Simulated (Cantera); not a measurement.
Feed: 1 mol TiC, 0.057 mol C, 2.9 mol H2, held at 1575 K and 40.0 Pa.

Method: chemical equilibrium by Gibbs-energy minimisation in Cantera with the NASA 1993 tables (ideal gas, pure condensed phases). Candidate condensed phases: C, C6H6, C7H8, C8H18, Ti, TiC; 77 gas species. TiC: taken at fixed stoichiometry. Rates play no part.

Base state: H2 0.998, H 0.00208, C2H2 (acetylene) 2.11e-5 (mole fractions); condensed: C(graphite) + TiC(s).

Task: What changes in the equilibrium state with this change: temperature from 1575 K to 2125 K?

Result: 
```json
[
 {"species": "H2", "before": "0.998", "after": "0.833"},
 {"species": "H", "before": "0.00208", "after": "0.166"},
 {"species": "C2H2 (acetylene)", "before": "2.11e-5", "after": "0.00140"},
 {"species": "Ti", "before": "<1e-9", "after": "1.85e-5"},
 {"species": "C(graphite), mol", "before": "0.0569", "after": "0.0482"},
 {"species": "TiC(s), mol", "before": "1.00", "after": "1.000"}
]
```
